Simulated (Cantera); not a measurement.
What does this Cantera script print?

```python
import numpy as np
import cantera as ct

gas_names = """
    CL CL2 H HCL H2 Si SiCL SiCL2 SiCL3 SiCL4 SiH SiHCL3 SiH2 SiH2CL2 SiH3 SiH3CL SiH4 Si2 Si3
""".split()
cond_names = """
    Si(cr) Si(L)
""".split()


# ... load() reads the species with a 1 bar reference pressure and builds the phases ...
atoms = {
    'Si2Cl6': {'Si': 2, 'CL': 6},
    'HCl': {'H': 1, 'CL': 1},
    'H2': {'H': 2},
}
top_T = {}  # K; cautious upper limits of use, not melting points


# ... equilibrate(T, P, feed) seeds the gas with the atoms and calls Mixture.equilibrate('TP', solver="vcs", rtol=1e-11, max_steps=5000) ...
results = []
feed = {'Si2Cl6': 1, 'HCl': 0.095, 'H2': 11}  # mol
P = 1400  # Pa
for T in [825, 925, 1025, 1125, 1225, 1325, 1425, 1525, 1625, 1725]:
    mix = equilibrate(T, P, feed)
    results.append((T, P, feed, dict(zip(mix.species_names, mix.species_moles))))

top = {s: max(r[3][s] / sum(r[3][g] for g in gas_names) for r in results) for s in gas_names}
cols = sorted((s for s in top if top[s] > 1e-06), key=lambda s: -top[s])[:7]
seen = [c for c in cond_names if any(r[3].get(c, 0) > 1e-12 for r in results)]
print("log10 of partial pressures in bar; condensed amounts in mol")
print(f"{'T/K':>10s}" + "".join(f"{s[:9]:>10s}" for s in cols + seen))
for T, P, feed, n in results:
    ng = sum(n[g] for g in gas_names)
    print(f"{T:10.4g}" + "".join(f"{np.log10(max(n[s] / ng * P / 1e5, 1e-99)):10.3f}" for s in cols)
          + "".join(f"{n.get(c, 0):10.4g}" for c in seen))
```

Result:

```
log10 of partial pressures in bar; condensed amounts in mol
       T/K        H2       HCL     SiCL2     SiCL4    SiHCL3     SiCL3         H    Si(cr)     Si(L)
       825    -1.915    -4.118    -6.277    -2.835    -3.539    -5.529   -12.058    0.4256         0
       925    -1.919    -3.638    -5.197    -2.848    -3.568    -4.822   -10.544    0.4588         0
      1025    -1.928    -3.263    -4.346    -2.886    -3.616    -4.276    -9.325    0.5104         0
      1125    -1.944    -2.977    -3.684    -2.983    -3.710    -3.878    -8.324    0.5462         0
      1225    -1.969    -2.780    -3.205    -3.209    -3.903    -3.656    -7.491      0.49         0
      1325    -1.991    -2.677    -2.925    -3.646    -4.252    -3.653    -6.782      0.34         0
      1425    -2.002    -2.644    -2.806    -4.262    -4.727    -3.831    -6.167    0.2206         0
      1525    -2.006    -2.641    -2.761    -4.908    -5.220    -4.071    -5.629     0.157         0
      1625    -2.006    -2.646    -2.741    -5.510    -5.677    -4.308    -5.155    0.1176         0
      1725    -2.008    -2.641    -2.737    -6.034    -6.084    -4.521    -4.735         0    0.1178
```

Method: chemical equilibrium by Gibbs-energy minimisation in Cantera with the NASA 1993 tables (ideal gas, pure condensed phases). The feed counts by its element totals alone. The tables' values for SiCl3, SiCl are old estimates; treat these amounts as uncertain. Gases not in the tables: Si2H6 and higher silanes.
